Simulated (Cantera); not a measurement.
A closed system holds: 1 mol borazine, 0.19 mol O₂, 57 mol H₂, held at 2048 K and 20.3 Torr.

Method: chemical equilibrium by Gibbs-energy minimisation in Cantera with the NASA 1993 tables (ideal gas, pure condensed phases). Candidate condensed phases: B, BN, B₂O₃, B₃O₃H₃, H₂O; 39 gas species. The feed counts by its element totals alone. Mutual solubility and eutectic melting of coexisting phases are not modelled. The tables' values for BH₂ are old estimates; treat these amounts as uncertain. The numbers say what is thermodynamically allowed, not how fast it happens.

Base state: H₂ 0.971, H 0.0134, N₂ 0.00877, HBO 0.00508, BO 0.000975, BH₂ 0.000595, B₂O₂ 6.75e-5, B₂O 1.62e-5 (mole fractions); condensed: B(s) + BN(s).

Q: What changes in the equilibrium state with this change: temperature from 2048 K to 1350 K?

A: 
```csv
species,before,after
H₂,0.971,0.997
N₂,0.00877,0.00197
HBO₂,9.94e-7,0.000589
H,0.0134,1.45e-5
BH₂,0.000595,1.91e-9
B₂O,1.62e-5,<1e-9
"B(s), mol",0.655,0
"BN(s), mol",1.93,2.76
"B₂O₃(l), mol",0,0.0878
```
